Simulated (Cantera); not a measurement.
Feed: 1 mol Si, a varied amount of H2O, 260 mol N2, held at 1150 K and 133 Pa.

Cantera equilibrium calculation (NASA polynomials, part measured and part estimated; ideal gas, pure solids and liquids). Candidate condensed phases: H2O, Si, SiO2, Si2N2O, Si3N4; 35 gas species. N2 is the only nitrogen source here; it is nearly inert below about 1500 K, so the nitride shown seldom forms there in practice. Mutual solubility and eutectic melting of coexisting phases are not modelled. The tables hold silica as quartz up to 1696 K and as liquid above; real silica turns to tridymite and cristobalite and melts near 1996 K. Equilibrium is a limit: real reactors are often held back by kinetics, nucleation or transport.

Question: Which condensed phases are stable at each of these points (n(H2O) (mol)): 0.097, 0.13, 0.18, 0.25, 0.33, 0.45, 0.62, 0.84, 1.1, 1.5, 2.1, 2.9, 3.9?

Answer: 
```
n(H2O) (mol)            condensed phases  Si condensed (%)
------------  --------------------------  ----------------
0.097               Si2N2O(s) + Si3N4(s)             100.0
0.13                Si2N2O(s) + Si3N4(s)             100.0
0.18                Si2N2O(s) + Si3N4(s)             100.0
0.25                Si2N2O(s) + Si3N4(s)             100.0
0.33                Si2N2O(s) + Si3N4(s)             100.0
0.45                Si2N2O(s) + Si3N4(s)             100.0
0.62          SiO2(β-quartz) + Si2N2O(s)             100.0
0.84          SiO2(β-quartz) + Si2N2O(s)             100.0
1.1           SiO2(β-quartz) + Si2N2O(s)             100.0
1.5           SiO2(β-quartz) + Si2N2O(s)             100.0
2.1                       SiO2(β-quartz)             100.0
2.9                       SiO2(β-quartz)             100.0
3.9                       SiO2(β-quartz)             100.0
```

From 0.097 mol H2O to 0.45 mol H2O the condensed part is Si2N2O(s) + Si3N4(s). From 0.62 mol H2O to 1.5 mol H2O the condensed part is SiO2(β-quartz) + Si2N2O(s). From 2.1 mol H2O to 3.9 mol H2O the condensed part is SiO2(β-quartz).
